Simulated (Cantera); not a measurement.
Source: NASA polynomial tables (part measured, part estimated), evaluated in Cantera. Values are per mole of reaction as written; species without (g) are pure solids or liquids, kept so even where they would boil at 1 bar.

a) C + O2(g) = CO2(g)
b) 1.143 Ti + O2(g) = 0.2857 Ti4O7
c) 2 B + O2(g) = B2O2(g)
d) Nb + O2(g) = NbO2(g)

Task: Order these by ΔG° at 475 K, most negative first.

Result: b (-886 kJ), c (-468 kJ), a (-395 kJ), d (-214 kJ)
